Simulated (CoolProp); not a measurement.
A simple Rankine cycle with R245fa: condensing at 288.15 K, boiler at 0.857 MPa, turbine inlet 396.5 K, turbine efficiency 0.7, pump efficiency 0.8, no recuperator. Each further row changes one setting.

Computed with CoolProp (reference Helmholtz-energy equation of state, Akasaka 2015).

```csv
case,thermal efficiency (%),net work (kJ/kg),heat in (kJ/kg),turbine exit temperature (K),volume ratio over the turbine
as stated,10.9,31.5,290,355.2,8.41
turbine inlet 416.5 K,10.8,33.7,313,375.8,8.30
condensing temperature 280.15 K,12.1,36.2,301,349.9,11.6
boiler pressure 0.6 MPa,9.2,27.2,294,363.4,5.79
turbine efficiency 0.6,9.3,26.9,290,359.9,8.53
```
